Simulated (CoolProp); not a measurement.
Vapour-liquid equilibrium of n-hexane (1) + benzene (2) at 108.75 °C; x and y are mole fractions of (1).

Computed with CoolProp (multi-fluid Helmholtz-energy mixture model, Thol 2019 and Thol 2012; pair parameters Bell 2016).

```tsv
x	bubble pressure, mixture model (kPa)	bubble pressure, Raoult's law (kPa)	y, mixture model	y, Raoult's law
0.05	238.4	230.9	0.092	0.066
0.15	257.0	238.9	0.234	0.193
0.25	271.0	246.8	0.344	0.311
0.35	281.9	254.8	0.437	0.421
0.45	[?]	262.8	[?]	0.525
0.55	[?]	270.8	0.602	0.623
0.65	301.8	278.7	0.682	0.715
0.75	305.0	286.7	0.765	0.802
0.85	306.8	294.7	0.854	0.884
0.95	307.1	302.6	0.949	0.963
```

Q: Complete the blanks.

A: 
- 0.45, bubble pressure, mixture model (kPa): 290.4
- 0.45, y, mixture model: 0.521
- 0.55, bubble pressure, mixture model (kPa): 296.9

The largest gap from Raoult's law is +10.6 % in bubble pressure, at x = 0.35. y crosses x between x = 0.85 and 0.95: the model has an azeotrope there.

Pair parameters are fitted to limited data, so mixtures are less certain than the pure fluids.
